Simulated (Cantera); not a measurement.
A closed system holds: 1 mol Si₃N₄, 1.2 mol F₂, held at 475 °C and 1.30e-5 bar.

Equilibrium computed with Cantera from the NASA thermochemical tables; the gas is ideal and each condensed phase is pure. Candidate condensed phases: Si, Si₃N₄; 16 gas species. Kinetics and transport are ignored.

Base state: SiF₄ 0.600, N₂ 0.400 (mole fractions); condensed: Si₃N₄(s).

Task: What changes in the equilibrium state with this change: F₂ from 1.2 to 11 mol?

Result: 
| species | before | after |
|---|---|---|
| F | <1e-9 | 0.422 |
| SiF₄ | 0.600 | 0.237 |
| F₂ | <1e-9 | 0.184 |
| N₂ | 0.400 | 0.158 |
| NF₃ | <1e-9 | 3.22e-5 |
| Si₃N₄(s), mol | 0.800 | 0 |

Task: What changes in the equilibrium state with this change: F₂ from 1.2 to 14 mol?

Result: 
```json
[
 {"species": "F", "before": "<1e-9", "after": "0.474"},
 {"species": "F₂", "before": "<1e-9", "after": "0.232"},
 {"species": "SiF₄", "before": "0.600", "after": "0.176"},
 {"species": "N₂", "before": "0.400", "after": "0.117"},
 {"species": "NF₃", "before": "<1e-9", "after": "3.95e-5"},
 {"species": "Si₃N₄(s), mol", "before": "0.800", "after": "0"}
]
```
